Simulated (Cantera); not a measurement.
Ammonia decomposition in nitride growth gas

A perfectly stirred reactor is fed with NH₃ : H₂ : N₂ = 1 : 18 : 0.22 (molar parts), at 10.00 Torr; it is held at 2048 K, and followed from long to short residence time.

Computed with Cantera and the gas-phase N/H chemistry of the illustrative SiF4/NH3 mechanism in the Surface Chemkin manual (1991). Walls and surfaces, which speed up NH3 decomposition in real reactors, are not modelled.

```
τ (s)      x NH₃   x H₂    x N₂H₂       x N       x H    x N₂H₄
-------  -------  -----  --------  --------  --------  --------
12       0.00225  0.958   1.96e-8   3.58e-6   0.00553  6.15e-12
3.3       0.0139  0.954   9.25e-8   2.05e-6   0.00250  4.88e-11
0.94      0.0311  0.946   2.03e-7   1.80e-6   0.00182  1.32e-10
0.26      0.0449  0.939   2.62e-7   1.52e-6   0.00151  1.93e-10
0.074     0.0506  0.936   1.66e-7   7.83e-7   0.00116  1.46e-10
0.021     0.0519  0.936   1.94e-8   6.55e-8  0.000501  2.86e-11
0.0059    0.0520  0.936  9.45e-10   1.57e-9  0.000144  2.39e-12
0.0017    0.0520  0.936  6.22e-11  3.76e-11   4.15e-5    <1e-12
0.00047   0.0520  0.937  4.40e-12    <1e-12   1.14e-5    <1e-12
```
x: mole fraction; the columns are a selection and need not sum to one.
